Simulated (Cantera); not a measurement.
## Ignition delay

Mixture: CH₄ : H₂ : O₂ : N₂ = 1 : 1.4 : 5.09 : 19.2 (molar parts), equivalence ratio 0.53, at 4.15 atm, adiabatic and at constant pressure. Ignition delay is the time to a rise of 400 K.

Computed with Cantera and GRI-Mech 3.0 (53 species, 325 reactions). Below about 1000 K GRI-Mech 3.0 lacks low-temperature oxidation paths.

```json
[
 {"T0 (K)": "973", "delay (ms)": "40.6"},
 {"T0 (K)": "1023", "delay (ms)": "8.90"},
 {"T0 (K)": "1073", "delay (ms)": "1.92"},
 {"T0 (K)": "1123", "delay (ms)": "0.577"},
 {"T0 (K)": "1173", "delay (ms)": "0.265"},
 {"T0 (K)": "1223", "delay (ms)": "0.150"}
]
```

```
Item                                                    Result
--------------------------------------------------  ----------
apparent activation energy between 1123 and 1223 K  150 kJ/mol
```
